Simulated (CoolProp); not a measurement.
A Linde-Hampson liquefier for dry air: isothermal reversible compression at 300 K from 1 atm to 30 MPa, throttling to 1 atm, return gas leaving the recuperator 2 K below the feed. Each further row changes one setting.

Computed with CoolProp (reference Helmholtz-energy equation of state, Lemmon 2000). It is a pseudo-pure fit of the blend.

```json
[
 {"case": "as stated", "liquid yield per pass": "___", "compression work (kJ/kg of gas)": "491"},
 {"case": "high pressure 60 MPa", "liquid yield per pass": "___", "compression work (kJ/kg of gas)": "___"},
 {"case": "warm-end temperature 330 K", "liquid yield per pass": "___", "compression work (kJ/kg of gas)": "___"},
 {"case": "warm-end gap 7 K", "liquid yield per pass": "___", "compression work (kJ/kg of gas)": "491"}
]
```

### Question
Fill in the missing entries.

### Answer

- as stated, liquid yield per pass: 0.095
- high pressure 60 MPa, liquid yield per pass: 0.093
- high pressure 60 MPa, compression work (kJ/kg of gas): 565
- warm-end temperature 330 K, liquid yield per pass: 0.069
- warm-end temperature 330 K, compression work (kJ/kg of gas): 544
- warm-end gap 7 K, liquid yield per pass: 0.084
